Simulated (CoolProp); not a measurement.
Vapour-liquid equilibrium of acetone (1) + p-xylene (2) at 132.65 °C; x and y are mole fractions of (1).

Values from CoolProp's multi-fluid Helmholtz-energy mixture model, Lemmon 2006 and Zhou 2012; pair parameters Bell 2016.

Q: Give the bubble pressure and the first vapour's composition at x = 0.35, 0.5, 0.65. Is there an azeotrope?

A: x = 0.35: 0.3871 MPa, y = 0.819; x = 0.5: 0.4800 MPa, y = 0.874; x = 0.65: 0.5689 MPa, y = 0.915. No azeotrope shows between x = 0.05 and 0.95.

Pair parameters are fitted to limited data, so mixtures are less certain than the pure fluids.
